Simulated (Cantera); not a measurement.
A freely propagating, adiabatic, planar premixed flame of H2 : O2 : N2 = 1 : 0.227 : 0.855 (molar parts), equivalence ratio 2.2, unburnt at 375 K and 638 Torr; mixture-averaged transport, grid criteria slope 0.08 and curve 0.16, no radiation.

Computed with Cantera and the H2/O2 subset of GRI-Mech 3.0, which has no nitrogen chemistry. Burning velocities carry a grid error of a few per cent, more on coarse grids.

What does this change do: O2 0.227 to 0.28 parts?


```csv
quantity,before,after
laminar burning velocity,403 cm/s,502 cm/s
thermal thickness,0.460 mm,0.445 mm
peak x(HO2),0.000374,0.000442
peak x(H),0.0746,0.0967
peak x(OH),0.00252,0.00735
peak x(O),0.00260,0.00528
```

What does this change do: 0.084 parts H2O added?


```csv
quantity,before,after
laminar burning velocity,403 cm/s,371 cm/s
thermal thickness,0.460 mm,0.432 mm
peak x(HO2),0.000374,0.000417
peak x(H),0.0746,0.0643
peak x(OH),0.00252,0.00239
peak x(O),0.00260,0.00218
```
